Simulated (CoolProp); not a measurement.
R1336mzz(E) along the isobar 0.998 MPa: density (kg/m³) from the reference equation and from simpler models built on Tc = 403.5 K, pc = 2.779 MPa, ω = 0.413; each cubic takes its own stable root.

Model: reference Helmholtz-energy equation of state, Akasaka 2023, in CoolProp.

```tsv
T (K)	phase	reference
236.6	liquid	1493
249.9	liquid	1460
263.2	liquid	1426
276.6	liquid	1391
289.9	liquid	1353
303.3	liquid	1313
316.6	liquid	1270
329.9	liquid	1222
343.3	liquid	1167
356.6	gas	73.42
370	gas	67.13
383.3	gas	62.38
396.7	gas	58.53
410	gas	55.33
```

Task: How far does each simpler model (van der Waals, Redlich-Kwong, Soave-Redlich-Kwong, Peng-Robinson) lie from the reference over these 14 states: mean and median of the absolute difference, and the worst?

Result: 
- van der Waals: mean 36.9 %, median 43.0 %, worst -93.9 % at 343.3 K and 0.998 MPa
- Redlich-Kwong: mean 17.9 %, median 16.7 %, worst -93.6 % at 343.3 K and 0.998 MPa
- Soave-Redlich-Kwong: mean 8.8 %, median 12.1 %, worst -15.4 % at 343.3 K and 0.998 MPa
- Peng-Robinson: mean 1.2 %, median 0.8 %, worst -4.0 % at 343.3 K and 0.998 MPa

At some of these states van der Waals, Redlich-Kwong gives the other phase, because its saturation line lies elsewhere.
